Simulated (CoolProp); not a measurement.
Vapour-liquid equilibrium of sulfur dioxide (1) + toluene (2) at 125.65 °C; x and y are mole fractions of (1).

Values from CoolProp's multi-fluid Helmholtz-energy mixture model, Gao 2016 and Lemmon 2006; pair parameters Bell 2016.

Question: Give the bubble pressure and the first vapour's composition at x = 0.15, 0.65, 0.75. Is there an azeotrope?

Answer: x = 0.15: 0.6042 MPa, y = 0.761; x = 0.65: 2.666 MPa, y = 0.963; x = 0.75: 3.132 MPa, y = 0.973. No azeotrope shows between x = 0.05 and 0.95.

Pair parameters are fitted to limited data, so mixtures are less certain than the pure fluids.
